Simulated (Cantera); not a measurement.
A closed system holds: 1 mol Ta₂O₅, 1.1 mol CO, at 1700 K and 0.0150 bar.

Equilibrium computed with Cantera from the NASA thermochemical tables; the gas is ideal and each condensed phase is pure. Candidate condensed phases: C, Ta, TaC, Ta₂O₅; 15 gas species. Mutual solubility and eutectic melting of coexisting phases are not modelled. TaC: taken at fixed stoichiometry. Condensed phases not in the tables: Ta₂C. The numbers say what is thermodynamically allowed, not how fast it happens.

Base state: CO 0.999, CO₂ 0.000617 (mole fractions); condensed: TaC(s) + Ta₂O₅(s).

**Question.** What changes in the equilibrium state with this change: Ta₂O₅ replaced by Fe₃O₄?

**Answer.** 
```csv
species,before,after
CO₂,0.000617,0.909
CO,0.999,0.0910
O₂,<1e-9,3.14e-5
"TaC(s), mol",0.000194,0
"Ta₂O₅(s), mol",1.000,0
"FeO(l), mol",0,3.00
```
The tables' stoichiometric FeO is somewhat more stable than real wüstite, so its field is too wide. FeO: taken at fixed stoichiometry. Further candidate phases: Fe, Fe(CO)₅, FeO, Fe₂O₃, Fe₃O₄.
